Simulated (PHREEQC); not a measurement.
Make-up at 25 °C: 0.017 mol/kgw NH4HF2 and 0.0004 mol/kgw LiF. Closed to the air; pH follows from the charge balance.

Model: ion-association model, phreeqc.dat, run in PHREEQC.

No solid was allowed to form.

Predict the pH.

pH 3.17.

In which forms is F present?

F- 50 %, HF 44 %, HF2- 5.8 % of the F.
